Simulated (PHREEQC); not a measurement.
Solution (10 °C): 0.2 mol/kgw H2SO4 and 0.019 mol/kgw ZnSO4. Closed to the air; pH follows from the charge balance.

Equilibrium calculation in PHREEQC: ion-association model, phreeqc.dat.

No solid was allowed to form.

Problem. Predict the pH.

Solution. pH 0.74.

Problem. In which forms is S present?

Solution. HSO4- 78 %, SO4-2 17 %, ZnSO4 2.6 %, Zn(SO4)2-2 1.7 % of the S.

Constants without temperature data keep their 25 °C values here.
